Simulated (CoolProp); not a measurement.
Aqueous potassium carbonate as a coolant, 35 % by mass, freezing at -26.7 °C, 1 atm.

Computed with CoolProp (Melinder's fits for secondary coolants).

```csv
T (°C),conductivity (W/(m K)),density (kg/m³),Prandtl number,cp (kJ/(kg K))
-8.3,0.517,1369,40.4,2.773
-3,0.526,1367,33.0,2.782
2.3,0.534,1364,(withheld),2.792
7.6,0.543,1362,23.2,(withheld)
12.9,(withheld),1359,19.8,2.811
18.2,0.560,1357,17.2,2.821
23.5,0.568,1354,15.1,2.831
28.8,0.577,(withheld),13.3,2.841
34.1,0.585,1348,11.8,2.852
39.4,0.593,1345,10.5,2.863
```

**Question.** Complete the blanks.

**Answer.** 
- 2.3, Prandtl number: 27.4
- 7.6, cp (kJ/(kg K)): 2.801
- 12.9, conductivity (W/(m K)): 0.551
- 28.8, density (kg/m³): 1351
